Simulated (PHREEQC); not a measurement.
A PHREEQC input (ion-association model, wateq4f.dat):

```
SOLUTION 1
  temp 25
  units mg/L
  pH 6.12
  pe 9.3
  Na 0.012
  K 3.85e-07
  Ca 0.0192
  Mg 0.00481
  Cl 0.0117
  S(6) 0.0245 as S
  Alkalinity 0.0625 as HCO3
  Ba 0.000942
END
USE solution 1
EQUILIBRIUM_PHASES 1
  Quartz 0 0.5
  CO2(g) -2.5 10
END
```

The run finishes without an error or a warning.

Its last state differs from that of the intended input:

```
quantity                    as run  intended
------------------------  --------  --------
ionic strength (mol/kgw)   1.03e-5   9.27e-6
HSO4- (mol/kgw)           4.72e-10  1.58e-10
CaSO4 (mol/kgw)           7.08e-11  2.37e-11
MgSO4 (mol/kgw)           3.44e-11  1.15e-11
```

One thing in the input isn't as intended. What explains the difference?

One answer among several that fit: The fault: sulfate typed 'as S' though the number is for SO4. The line should read `as SO4` where the input has `as S`.
